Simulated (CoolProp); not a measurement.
R227EA at several states: fugacity coefficient from the reference equation and from simpler models built on Tc = 101.8 °C, pc = 29.25 bar, ω = 0.358; each cubic takes its own stable root.

The numbers come from the reference Helmholtz-energy equation of state, Lemmon 2016 in CoolProp.

| T (°C) | p (bar) | phase | reference |
|---|---|---|---|
| 184.95 | 0.142 | gas | 0.9992 |
| 45.25 | 18.2 | liquid | 0.3885 |
| 52.45 | 0.472 | gas | 0.9909 |
| 146.65 | 5.11 | gas | 0.9604 |
| 23.75 | 60.2 | liquid | 0.08419 |

How far does each simpler model (van der Waals, Peng-Robinson) lie from the reference over these 5 states: mean and median of the absolute difference, and the worst?


- van der Waals: mean 43.9 %, median 0.2 %, worst +152.5 % at 23.75 °C and 60.2 bar
- Peng-Robinson: mean 0.4 %, median 0.4 %, worst -1.0 % at 23.75 °C and 60.2 bar
